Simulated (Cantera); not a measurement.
Cantera run, input and output.

```python
import numpy as np
import cantera as ct

gas = ct.Solution("h2o2.yaml")
gas.TPX = 575, 500000, {'H2': 1, 'O2': 0.735, 'N2': 3.09}
flame = ct.FreeFlame(gas, width=0.013)
flame.set_refine_criteria(ratio=3, slope=0.08, curve=0.16)
flame.transport_model = "mixture-averaged"
flame.solve(loglevel=0, auto=True)
z, T = flame.grid, flame.T
thick = (T[-1] - T[0]) / np.gradient(T, z).max()
show = ['H2', 'O2', 'HO2', 'OH', 'H2O2', 'H2O']
print(f"laminar burning velocity  {flame.velocity[0] * 100:.3f} cm/s")
print(f"burnt temperature         {T[-1]:.1f} K")
print(f"thermal thickness         {thick * 1e3:.4f} mm")
print(f"grid points               {len(z)}")
z0 = z[flame.heat_release_rate.argmax()]
print(f"{'z/mm':>9s}{'T/K':>9s}{'u/(m/s)':>9s}" + "".join(f"{s:>11s}" for s in show))
rows = []
for k in (-3, -2, -1.5, -1, -0.5, -0.25, 0, 0.25, 0.5, 1, 2, 4, 8):
    zz = z0 + k * thick
    rows.append([k * thick, np.interp(zz, z, T), np.interp(zz, z, flame.velocity),
                 *(np.interp(zz, z, flame.X[gas.species_index(s)]) for s in show)])
    print(f"{rows[-1][0] * 1e3:9.3f}{rows[-1][1]:9.1f}{rows[-1][2]:9.3f}" + "".join(f"{x:11.3e}" for x in rows[-1][3:]))
```

Output:

```
laminar burning velocity  247.656 cm/s
burnt temperature         2070.7 K
thermal thickness         0.0635 mm
grid points               107
     z/mm      T/K  u/(m/s)         H2         O2        HO2         OH       H2O2        H2O
   -0.190    575.0    2.475  2.067e-01  1.524e-01  1.402e-08  2.744e-13  2.030e-09  9.933e-07
   -0.127    575.3    2.472  2.050e-01  1.528e-01  2.427e-07  1.828e-11  3.570e-08  1.316e-05
   -0.095    576.7    2.467  2.013e-01  1.535e-01  2.140e-06  2.829e-10  3.191e-07  9.153e-05
   -0.063    584.9    2.472  1.905e-01  1.553e-01  2.126e-05  7.505e-09  3.144e-06  7.103e-04
   -0.032    710.8    2.890  1.492e-01  1.566e-01  5.877e-04  4.943e-05  7.279e-05  1.495e-02
   -0.016   1001.9    3.975  1.067e-01  1.427e-01  6.417e-04  6.654e-04  1.029e-04  5.524e-02
    0.000   1360.4    5.331  6.043e-02  1.120e-01  3.532e-04  2.511e-03  2.553e-05  1.174e-01
    0.016   1614.0    6.301  2.860e-02  8.281e-02  1.963e-04  5.768e-03  5.538e-06  1.666e-01
    0.032   1759.7    6.856  1.476e-02  6.817e-02  1.218e-04  8.144e-03  3.343e-06  1.904e-01
    0.063   1900.5    7.378  7.018e-03  6.015e-02  6.337e-05  8.985e-03  1.955e-06  2.062e-01
    0.127   1997.2    7.723  3.296e-03  5.801e-02  2.794e-05  7.170e-03  1.129e-06  2.152e-01
    0.254   2045.6    7.890  1.238e-03  5.770e-02  1.079e-05  4.680e-03  6.325e-07  2.203e-01
    0.508   2064.2    7.953  4.394e-04  5.789e-02  4.785e-06  2.932e-03  3.748e-07  2.225e-01
```

Model: the H2/O2 subset of GRI-Mech 3.0, which has no nitrogen chemistry, integrated in Cantera. The hydrogen kinetics of GRI-Mech 3.0 are dated; newer H2 mechanisms differ, most at raised pressure. Burning velocities carry a grid error of a few per cent, more on coarse grids. Lean hydrogen flames are cellular in practice and burn faster than this planar one.
